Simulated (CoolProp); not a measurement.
Vapour-liquid equilibrium of carbon dioxide (1) + carbonyl sulfide (2) at 280.9 K; x and y are mole fractions of (1).

Model: multi-fluid Helmholtz-energy mixture model, Span 1996 and Lemmon 2006; pair parameters Bell 2016, in CoolProp.

| x | bubble pressure (kPa) | y at the bubble point | dew pressure at overall composition x (kPa) | liquid density (mol/L) |
|---|---|---|---|---|
| 0.05 | 1075 | 0.250 | 855.6 | 17.42 |
| 0.125 | 1431 | 0.449 | 927.3 | 17.62 |
| 0.2 | 1748 | ? | 1011 | 17.82 |
| 0.275 | 2032 | 0.636 | 1111 | 18.01 |
| 0.35 | 2290 | 0.690 | 1231 | 18.19 |
| 0.425 | 2528 | 0.734 | 1378 | 18.38 |
| 0.5 | 2753 | 0.770 | 1561 | 18.55 |
| 0.575 | 2970 | 0.804 | 1794 | 18.73 |
| 0.65 | 3185 | 0.835 | 2094 | ? |
| 0.725 | 3401 | 0.867 | 2478 | 19.09 |
| 0.8 | 3623 | 0.900 | 2946 | 19.29 |
| 0.875 | 3853 | 0.934 | ? | 19.50 |
| 0.95 | 4092 | 0.972 | 3953 | 19.75 |

**Question.** Fill in the missing entries.

**Answer.** 
- 0.2, y at the bubble point: 0.562
- 0.65, liquid density (mol/L): 18.91
- 0.875, dew pressure at overall composition x (kPa): 3457

No azeotrope shows between x = 0.05 and 0.95.

Pair parameters are fitted to limited data, so mixtures are less certain than the pure fluids.
